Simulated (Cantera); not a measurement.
Charge: 1 mol SiHCl3, 25 mol N2, 0.22 mol H2, at 43000 Pa.

Equilibrium computed with Cantera from the NASA thermochemical tables; the gas is ideal and each condensed phase is pure. Candidate condensed phases: NH4Cl, Si, Si3N4; 28 gas species. The tables' values for SiCl3 are old estimates; treat these amounts as uncertain. Kinetics and transport are ignored. All values below are at 1700 K.

Base state: N2 0.923, HCl 0.0400, SiCl2 0.0215, H2 0.00666, SiCl3 0.00556, SiCl4 0.00284, SiHCl3 9.12e-5, Cl 8.57e-5 (mole fractions); condensed: Si3N4(s).

### Question
What changes in the equilibrium state with this change: H2 from 0.22 to 11 mol?

### Answer
| species | before | after |
|---|---|---|
| N2 | 0.923 | 0.652 |
| H2 | 0.00666 | 0.270 |
| HCl | 0.0400 | 0.0748 |
| SiCl2 | 0.0215 | 0.00233 |
| SiCl4 | 0.00284 | 2.65e-5 |
| SiCl3 | 0.00556 | 0.000177 |
| H | 1.83e-5 | 0.000117 |
| SiHCl3 | 9.12e-5 | 1.85e-5 |
| Si3N4(s), mol | 0.0643 | 0.301 |
